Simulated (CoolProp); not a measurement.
Properties of octamethyltrisiloxane (MDM) along the isobar 0.498 MPa.

Values from CoolProp's reference Helmholtz-energy equation of state, Thol 2017.

```
T (K)   phase  density (kg/m³)  isothermal compressibility (1/MPa)  expansivity (1/kK)  fugacity coefficient
-----  ------  ---------------  ----------------------------------  ------------------  --------------------
207.2  liquid            905.0                           0.0008741               1.077              8.710e-8
236.3  liquid            876.7                            0.001079               1.109              4.667e-6
265.4  liquid            848.3                            0.001345               1.154              8.882e-5
294.5  liquid            819.6                            0.001701               1.214             0.0008332
323.5  liquid            790.4                            0.002187               1.292              0.004707
352.6  liquid            760.1                            0.002877               1.394               0.01854
381.7  liquid            728.6                            0.003895               1.529               0.05542
410.8  liquid            695.1                            0.005487               1.717                0.1341
439.9  liquid            658.7                            0.008180               1.997                0.2752
```
